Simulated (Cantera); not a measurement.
Charge: 1 mol Si₂H₆, 0.0079 mol Cl₂, 370 mol H₂, at 0.00200 bar.

Equilibrium computed with Cantera from the NASA thermochemical tables; the gas is ideal and each condensed phase is pure. Candidate condensed phases: Si; 19 gas species. The feed counts by its element totals alone. Gases not in the tables: Si₂H₆ and higher silanes. Equilibrium is a limit: real reactors are often held back by kinetics, nucleation or transport.

Task: Which condensed phases are stable at each of these points (T (°C)): 1125, 1175, 1225, 1275, 1325, 1375, 1425?

Result: 
| T (°C) | condensed phases | Si condensed (%) |
|---|---|---|
| 1125 | Si(s) | 100.0 |
| 1175 | Si(s) | 100.0 |
| 1225 | Si(s) | 99.9 |
| 1275 | Si(s) | 99.6 |
| 1325 | Si(s) | 98.9 |
| 1375 | Si(s) | 97.2 |
| 1425 | Si(l) | 93.1 |

From 1125 °C to 1375 °C the condensed part is Si(s). At 1425 °C the condensed part is Si(l).
